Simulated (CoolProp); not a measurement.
Normal hydrogen at 312.63 K and 4.17 MPa is throttled through a valve to 2.54 MPa with no heat exchange. Each further row changes one setting.

Model: reference Helmholtz-energy equation of state, Leachman 2009, in CoolProp.

```tsv
case	temperature change (K)	final phase	final density (kg/m³)
as stated	+0.6	supercritical	…
outlet pressure 0.762 MPa	…	gas	…
outlet pressure 3.3 MPa	+0.3	supercritical	2.51
```

Task: Some entries are withheld; supply them.

Result: 
- as stated, final density (kg/m³): 1.94
- outlet pressure 0.762 MPa, temperature change (K): +1.1
- outlet pressure 0.762 MPa, final density (kg/m³): 0.586
